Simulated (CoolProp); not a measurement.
Vapour-liquid equilibrium of n-butane (1) + benzene (2) at 312.6 K; x and y are mole fractions of (1).

Values from CoolProp's multi-fluid Helmholtz-energy mixture model, Bücker 2006 and Thol 2012; pair parameters Bell 2016.

Q: Give the bubble pressure and the first vapour's composition at x = 0.5, 0.65, 0.8. Is there an azeotrope?

A: x = 0.5: 0.2263 MPa, y = 0.936; x = 0.65: 0.2695 MPa, y = 0.958; x = 0.8: 0.3104 MPa, y = 0.975. No azeotrope shows between x = 0.05 and 0.95.

Pair parameters are fitted to limited data, so mixtures are less certain than the pure fluids.
